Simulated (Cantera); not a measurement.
Charge: 1 mol Si, 1.7 mol CO, 3.9 mol H₂, at 775 K and 7500 Torr.

Equilibrium computed with Cantera from the NASA thermochemical tables; the gas is ideal and each condensed phase is pure. Candidate condensed phases: C, C₆H₆, C₇H₈, C₈H₁₈, H₂O, Si, SiC, SiO₂; 123 gas species. The numbers say what is thermodynamically allowed, not how fast it happens.

Base state: CH₄ 0.660, H₂ 0.340, C₂H₆ 1.81e-5 (mole fractions); condensed: SiC(s) + SiO₂(α-quartz).

**Question.** What changes in the equilibrium state with this change: temperature from 775 K to 1950 K?

**Answer.** 
```tsv
species	before	after
H₂	0.340	0.783
CO	<1e-9	0.209
SiO	<1e-9	0.00584
CH₄	0.660	0.00162
H₂O	<1e-9	0.000432
H	<1e-9	0.000321
SiC(s), mol	0.150	0.655
SiO₂(α-quartz), mol	0.850	0
SiO₂(condensed), mol	0	0.316
```
Mutual solubility and eutectic melting of coexisting phases are not modelled. The tables hold silica as quartz up to 1696 K and as liquid above; real silica turns to tridymite and cristobalite and melts near 1996 K.
